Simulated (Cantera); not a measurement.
Feed: 1 mol SiF4, 0.27 mol N2O, equilibrated at 1523.15 K and 13.0 Pa.

Cantera equilibrium calculation (NASA polynomials, part measured and part estimated; ideal gas, pure solids and liquids). Candidate condensed phases: Si, SiO2, Si2N2O, Si3N4; 28 gas species. The tables' values for SiF3 are old estimates; treat these amounts as uncertain. Kinetics and transport are ignored.

**Question.** What is the equilibrium state?

**Answer.** 
| Property | Result |
|---|---|
| x(SiF4) | 0.712 |
| x(N2) | 0.192 |
| x(O2) | 0.0958 |
| x(NO) | 0.000456 |
| x(O) | 0.000150 |
| x(F) | 4.42e-5 |
| x(SiF3) | 4.07e-5 |
| gas amount | 1.405 mol |
| log10 activity of Si(s) (absent) | -17.03 |
